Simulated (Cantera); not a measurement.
Input: 1 mol SiH2Cl2, 13 mol N2, held at 430 Pa.

Cantera equilibrium calculation (NASA polynomials, part measured and part estimated; ideal gas, pure solids and liquids). Candidate condensed phases: NH4Cl, Si, Si3N4; 28 gas species. N2 is the only nitrogen source here; it is nearly inert below about 1500 K, so the nitride shown seldom forms there in practice. The numbers say what is thermodynamically allowed, not how fast it happens.

Over these rows the condensed part is Si3N4(s). Partial pressures as log10 of bar:

```
T (K)  1000/T (1/K)  log p SiCl2  log p N2  log p HCl  log p H2
-----  ------------  -----------  --------  ---------  --------
1225         0.8163        -5.42     -2.43      -3.36     -4.09
1300         0.7692        -4.80     -2.43      -3.36     -4.08
1375         0.7273        -4.33     -2.43      -3.39     -4.03
1450         0.6897        -4.03     -2.43      -3.45     -3.93
1525         0.6557        -3.86     -2.43      -3.54     -3.83
1600         0.6250            ?     -2.43      -3.65     -3.74
```

Fit log p(SiCl2) = a + b·(1000/T) to the five rows, give the apparent enthalpy, and predict the row at 1600 K.

Means: 1000/T = 0.7316, log p = -4.488. Sxy = -0.158206, Sxx = 0.0161228, so b = -9.81 and a = -4.488 − (-9.81)×0.7316 = 2.69.
Apparent enthalpy: −19.145 × (-9.81) = 188 kJ/mol. With the condensed phases at unit activity, 1/3 Si3N4(s) + 2 HCl(g) = SiCl2(g) + 2/3 N2(g) + H2(g) links this pressure to the main gases: over the six rows their terms move log p by -0.93 in all, so the slope isn't that reaction's ΔH° alone. The five rows lie within 0.12 of the line; that is curvature, so one enthalpy describes this range poorly.
Prediction at 1600 K: 2.69 + (-9.81)×0.6250 = -3.44. The computed value is -3.76, 0.32 from the line.
